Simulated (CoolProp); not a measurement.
Vapour-liquid equilibrium of diethyl ether (1) + methanol (2) at 17.65 °C; x and y are mole fractions of (1).

The numbers come from the multi-fluid Helmholtz-energy mixture model, Thol 2014 and de Reuck 1993; pair parameters Bell 2016 in CoolProp.

Problem. Give the bubble pressure and the first vapour's composition at x = 0.5, 0.65, 0.95. Is there an azeotrope?

Solution. x = 0.5: 46.28 kPa, y = 0.810; x = 0.65: 48.86 kPa, y = 0.838; x = 0.95: 53.28 kPa, y = 0.958. No azeotrope shows between x = 0.05 and 0.95.

Pair parameters are fitted to limited data, so mixtures are less certain than the pure fluids. With so large a gap from Raoult's law the liquid may split in two, which this calculation doesn't test in full.
